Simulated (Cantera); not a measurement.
Charge: 1 mol Si, 5.7 mol NF3, 23 mol N2, equilibrated at 6.00 mbar.

Equilibrium computed with Cantera from the NASA thermochemical tables; the gas is ideal and each condensed phase is pure. Candidate condensed phases: Si, Si3N4; 16 gas species. Rates play no part.

**Question.** At 1398 K, list the 4 most abundant gas species with their mole fractions, and the condensed phases.

**Answer.** N2 0.647, F 0.328, SiF4 0.0250, F2 0.000230. Condensed: gas only.
